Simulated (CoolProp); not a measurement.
Model: reference Helmholtz-energy equation of state, Outcalt 1996, in CoolProp. It is a modified Benedict-Webb-Rubin equation, recast in Helmholtz form.

Q: For R152A, give the phase and the cp (kJ/(kg K)), cv (kJ/(kg K)), Joule-Thomson coefficient (K/MPa), viscosity (µPa s) at 382 K and 116 bar.

A: 
- 382 K and 116 bar: liquid; cp 2.10, cv 1.28, Joule-Thomson coefficient 0.491, viscosity 83.3

Viscosity comes from a separate model (Bell 2016), an estimate that may be off by 10 % or more.
